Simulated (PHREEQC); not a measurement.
A solution holds 3.4 mmol/kgw Cu(BF4)2, 1.7 mmol/kgw H2SO4 and 12 mmol/kgw NaCl, at 25 °C. Closed to the air; pH follows from the charge balance.

All values are PHREEQC results (ion-association model, wateq4f.dat), not measurements.

Each row changes one thing in this solution. This is a speciation only: nothing precipitates in the calculation.

```json
[
 {"case": "as made", "pH": "2.55", "ionic strength (mol/kgw)": "0.0257", "SO4-2 (mol/kgw)": "0.00121", "HSO4- (mol/kgw)": "0.000214", "NaSO4- (mol/kgw)": "3.97e-5", "SI of Halite (NaCl)": "-5.56", "SI of Mirabilite (Na2SO4:10H2O)": "-6.04"},
 {"case": "Cu(BF4)2 left out", "pH": "2.55", "ionic strength (mol/kgw)": "0.0165", "SO4-2 (mol/kgw)": "0.00139", "HSO4- (mol/kgw)": "0.000262", "NaSO4- (mol/kgw)": "5.03e-5", "SI of Halite (NaCl)": "-5.54", "SI of Mirabilite (Na2SO4:10H2O)": "-5.92"},
 {"case": "temperature from 25 to 50 °C", "pH": "2.61", "ionic strength (mol/kgw)": "0.0249", "SO4-2 (mol/kgw)": "0.00112", "HSO4- (mol/kgw)": "…", "NaSO4- (mol/kgw)": "4.16e-5", "SI of Halite (NaCl)": "-5.62", "SI of Mirabilite (Na2SO4:10H2O)": "-7.17"},
 {"case": "H2SO4 from 0.0017 to 0.00017 mol/kgw", "pH": "2.91", "ionic strength (mol/kgw)": "0.0234", "SO4-2 (mol/kgw)": "0.000128", "HSO4- (mol/kgw)": "9.96e-6", "NaSO4- (mol/kgw)": "4.32e-6", "SI of Halite (NaCl)": "-5.56", "SI of Mirabilite (Na2SO4:10H2O)": "-7.00"},
 {"case": "Cu(BF4)2 replaced by KHF2 at the same molality", "pH": "…", "ionic strength (mol/kgw)": "0.0187", "SO4-2 (mol/kgw)": "0.00146", "HSO4- (mol/kgw)": "0.000165", "NaSO4- (mol/kgw)": "…", "SI of Halite (NaCl)": "-5.54", "SI of Mirabilite (Na2SO4:10H2O)": "-5.91"},
 {"case": "H2SO4 from 0.0017 to 0.0034 mol/kgw", "pH": "2.30", "ionic strength (mol/kgw)": "0.0287", "SO4-2 (mol/kgw)": "…", "HSO4- (mol/kgw)": "0.000683", "NaSO4- (mol/kgw)": "7.16e-5", "SI of Halite (NaCl)": "-5.57", "SI of Mirabilite (Na2SO4:10H2O)": "…"}
]
```

**Question.** What belongs in the gaps?

**Answer.** 
- temperature from 25 to 50 °C, HSO4- (mol/kgw): 0.000304
- Cu(BF4)2 replaced by KHF2 at the same molality, pH: 2.77
- Cu(BF4)2 replaced by KHF2 at the same molality, NaSO4- (mol/kgw): 5.15e-5
- H2SO4 from 0.0017 to 0.0034 mol/kgw, SO4-2 (mol/kgw): 0.00225
- H2SO4 from 0.0017 to 0.0034 mol/kgw, SI of Mirabilite (Na2SO4:10H2O): -5.79

Constants without temperature data keep their 25 °C values here. Real BF4- forms and hydrolyses slowly; the run takes it at equilibrium.
